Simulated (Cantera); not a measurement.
A diamond (100) surface in a fixed gas of H2 with x(CH4) = 0.025, x(H) = 0.0036, x(CH3) = 3.3e-05, at 1050 K; coverages are run to steady state.

Computed with Cantera and the Harris–Goodwin 1993 mechanism for the reconstructed diamond (100) surface.

One state of this run: growth (µm/h) = 0.832; θ c6HH = 0.551; θ c6H* = 0.0228; θ c6*H = 0.408; θ c6** = 0.0132; θ c6HM = 0.00339. θ: site fractions in the mechanism's names (c6HH fully hydrogenated, c6H* and c6*H radical sites, c6** diradical, c6HM methylated).

Problem. Which value of P (Pa) does it belong to?
A) 4600
B) 1000
C) 33000
D) 1700

Solution. A, 4600
